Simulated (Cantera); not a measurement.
An adiabatic, constant-pressure homogeneous reactor starts with 7.19 % C₂H₄, 18.0 % O₂, 67.6 % N₂, 7.19 % H₂O, equivalence ratio 1.2, at 1548 K and 560000 Pa.

Model: GRI-Mech 3.0 (53 species, 325 reactions), integrated in Cantera. GRI-Mech 3.0 was tuned for natural gas; its chemistry of ethylene as a main component is partial and can be far from experiment.

One state of this run: T (K) = 2923; x C₂H₄ = <1e-12; x O₂ = 0.00823; x H₂O = 0.164; x NO = 0.00771; x CH₂CO = <1e-12; x HO₂ = 6.35e-6. x: mole fraction; the columns are a selection and need not sum to one.

Q: Which value of t (s) does it belong to?
A) 5.00e-6
B) 5.62e-5
C) 1.68e-5
D) 0.00711

A: D, 0.00711
